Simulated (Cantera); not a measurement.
Charge: 1 mol Si, 5.6 mol NH₃, 1.2 mol H₂, held at 0.120 bar.

Cantera equilibrium calculation (NASA polynomials, part measured and part estimated; ideal gas, pure solids and liquids). Candidate condensed phases: Si, Si₃N₄; 18 gas species. Rates play no part.

### Question
At 1748 K, list the 3 most abundant gas species with their mole fractions, and the condensed phases.

### Answer
H₂ 0.818, N₂ 0.182, H 0.000596. Condensed: Si₃N₄(s).
